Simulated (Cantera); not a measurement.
A closed system holds: 1 mol (CH3)2SiCl2, 0.01 mol C2H2, 2.7 mol H2, 0.053 mol HCl, at 1825 °C and 0.530 bar.

Cantera equilibrium calculation (NASA polynomials, part measured and part estimated; ideal gas, pure solids and liquids). Candidate condensed phases: C, C6H6, C7H8, C8H18, Si, SiC; 109 gas species. The feed counts by its element totals alone. The tables' values for SiCl3, SiCl are old estimates; treat these amounts as uncertain. The numbers say what is thermodynamically allowed, not how fast it happens.

Base state: H2 0.710, HCl 0.267, SiCl2 0.0166, H 0.00356, C2H2 (acetylene) 0.00101, Cl 0.000984, SiCl3 0.000633, CH4 8.86e-5 (mole fractions); condensed: C(graphite) + SiC(s).

Question: What changes in the equilibrium state with this change: pressure from 0.530 bar to 1.33 mbar?

Answer: 
| species | before | after |
|---|---|---|
| H2 | 0.710 | 0.650 |
| HCl | 0.267 | 0.239 |
| H | 0.00356 | 0.0679 |
| Cl | 0.000984 | 0.0184 |
| SiCl2 | 0.0166 | 0.0146 |
| SiCl4 | 2.41e-5 | 4.64e-8 |
| SiHCl3 | 3.01e-5 | 5.93e-8 |
| CH4 | 8.86e-5 | 1.86e-7 |
| SiC2 | 1.22e-6 | 0.000485 |
| Si2C | 7.75e-7 | 0.000308 |
| C(graphite), mol | 1.12 | 1.18 |
| SiC(s), mol | 0.882 | 0.822 |
The tables' values for SiCl, SiCl3 are old estimates; treat these amounts as uncertain.
